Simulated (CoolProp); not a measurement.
Ethanol at 293.15 K and 10.7 MPa flows at 19 m/s in a round tube of 1 mm bore and 0.25 µm roughness, fully developed (64/Re and Nu = 3.66 if laminar; Colebrook and Gnielinski if turbulent). Each further row changes one setting.

The numbers come from the reference Helmholtz-energy equation of state, Schroeder 2014 in CoolProp.

```tsv
case	Reynolds number	Darcy friction factor	pressure drop (Pa/m)	heat-transfer coefficient (W/(m² K))	mass flow (kg/h)
as stated	(withheld)	(withheld)	(withheld)	22400	42.9
velocity 38 m/s	23900	0.0254	1.46e7	(withheld)	85.8
diameter 2 mm	23900	0.0251	1810000	21100	(withheld)
```

Q: Fill in the missing entries.

A: 
- as stated, Reynolds number: 11900
- as stated, Darcy friction factor: 0.0299
- as stated, pressure drop (Pa/m): 4310000
- velocity 38 m/s, heat-transfer coefficient (W/(m² K)): 42600
- diameter 2 mm, mass flow (kg/h): 172

Viscosity comes from a separate model (Kiselev 2005). Thermal conductivity comes from a separate model (Assael 2013).
